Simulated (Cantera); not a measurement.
Input (Python, Cantera) and output of one run.

```python
import numpy as np
import cantera as ct

gas_names = """
    CL CL2 H HCL H2 Si SiCL SiCL2 SiCL3 SiCL4 SiH SiHCL3 SiH2 SiH2CL2 SiH3 SiH3CL SiH4 Si2 Si3
""".split()
cond_names = """
    Si(cr) Si(L)
""".split()


def load(file, names, dense=False):
    # The tables refer to 1 bar. Condensed volumes are neglected.
    table = {s.name: s for s in ct.Species.list_from_file(file)}
    out = []
    for n in names:
        d = dict(table[n].input_data)
        d["thermo"] = dict(d["thermo"], **{"reference-pressure": 1e5})
        if dense:
            d["equation-of-state"] = {"model": "constant-volume", "density": "1e6 g/cm^3"}
        out.append(ct.Species.from_dict(d))
    return out


gas = ct.Solution(thermo="ideal-gas", species=load("nasa_gas.yaml", gas_names))
cond = {s.name: ct.Solution(thermo="fixed-stoichiometry", species=[s], name=s.name)
        for s in load("nasa_condensed.yaml", cond_names, dense=True)}
atoms = {
    'Si': {'Si': 1},
    'Cl2': {'CL': 2},
    'H2': {'H': 2},
}
top_T = {}  # K; cautious upper limits of use, not melting points


def equilibrate(T, P, feed):
    n = {}
    for name, mol in feed.items():
        for a, k in atoms[name].items():
            n[a] = n.get(a, 0.0) + k * mol
    gas.TPX = T, P, n
    mass = sum(n.values()) * gas.mean_molecular_weight
    gas.equilibrate("TP")
    valid = [c for c in cond.values() if c.min_temp <= T <= top_T.get(c.name, c.max_temp)]
    mix = ct.Mixture([(gas, mass / gas.mean_molecular_weight)] + [(c, 0.0) for c in valid])
    mix.T, mix.P = T, P
    mix.equilibrate("TP", solver="vcs", rtol=1e-11, max_steps=5000)
    return mix


results = []
T = 873  # K
P = 100000  # Pa
for m in [0.22, 0.26, 0.31, 0.36, 0.42, 0.5, 0.59, 0.69, 0.81, 0.95, 1.1]:
    feed = {'Si': 1, 'Cl2': 2.5, 'H2': m}  # mol
    mix = equilibrate(T, P, feed)
    results.append((T, P, feed, dict(zip(mix.species_names, mix.species_moles))))

top = {s: max(r[3][s] / sum(r[3][g] for g in gas_names) for r in results) for s in gas_names}
cols = sorted((s for s in top if top[s] > 0.001), key=lambda s: -top[s])[:6]
seen = [c for c in cond_names if any(r[3].get(c, 0) > 1e-12 for r in results)]
print("log10 of partial pressures in bar; condensed amounts in mol")
print(f"{'n(H2)':>10s}" + "".join(f"{s[:9]:>10s}" for s in cols + seen))
for T, P, feed, n in results:
    ng = sum(n[g] for g in gas_names)
    print(f"{feed['H2']:10.4g}" + "".join(f"{np.log10(max(n[s] / ng * P / 1e5, 1e-99)):10.3f}" for s in cols)
          + "".join(f"{n.get(c, 0):10.4g}" for c in seen))
```

It prints:

```
log10 of partial pressures in bar; condensed amounts in mol
     n(H2)     SiCL4       HCL        H2       CL2
      0.22    -0.236    -0.592   -12.357    -0.788
      0.26    -0.246    -0.530   -12.155    -0.865
      0.31    -0.258    -0.465   -11.913    -0.979
      0.36    -0.270    -0.412   -11.662    -1.123
      0.42    -0.283    -0.359   -11.299    -1.380
       0.5    -0.301    -0.301    -6.276    -6.287
      0.59    -0.320    -0.320    -1.367   -11.234
      0.69    -0.341    -0.340    -1.063   -11.579
      0.81    -0.364    -0.363    -0.873   -11.815
      0.95    -0.390    -0.389    -0.737   -12.002
       1.1    -0.416    -0.414    -0.638   -12.152
```

These are equilibrium values from Cantera (NASA tables, ideal gas, pure condensed phases), not measurements of a reactor.
